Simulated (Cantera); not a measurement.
# Moist CO burnout

An isothermal, constant-pressure homogeneous reactor starts with 2.17 % CO, 0.678 % O₂, 2.92 % H₂O, 94.2 % N₂, equivalence ratio 1.6, at 1448 K and 46000 Pa.

Detailed kinetics in Cantera: GRI-Mech 3.0 (53 species, 325 reactions).

```
t (s)        x CO      x O₂   x H₂O     x NO      x OH
--------  -------  --------  ------  -------  --------
1.00e-5    0.0217   0.00678  0.0292   <1e-12  1.27e-10
3.72e-5    0.0217   0.00678  0.0292   <1e-12  8.92e-10
0.000138   0.0217   0.00678  0.0292   <1e-12   7.16e-9
0.000514   0.0217   0.00678  0.0292   <1e-12   1.81e-7
0.00191    0.0178   0.00535  0.0273  2.91e-8  0.000454
0.00711   0.00565  0.000848  0.0245  2.82e-6  0.000401
0.0265    0.00494   9.58e-5  0.0258  3.65e-6  0.000128
0.0984    0.00491   5.29e-6  0.0261  3.71e-6   3.01e-5
0.366     0.00493   2.90e-7  0.0262  3.69e-6   7.06e-6
1.36      0.00493   1.68e-8  0.0262  3.62e-6   1.69e-6
5.06      0.00493   1.09e-9  0.0262  3.47e-6   4.30e-7
18.8      0.00493  1.77e-10  0.0262  3.21e-6   1.79e-7
70.0      0.00493  1.35e-10  0.0262  2.72e-6   1.57e-7
```
x: mole fraction; the columns are a selection and need not sum to one.

Equilibrium at this temperature and pressure: CO 0.00493, O₂ 1.23e-10, H₂O 0.0262, NO 2.51e-8, OH 1.50e-7 (gas phase only).
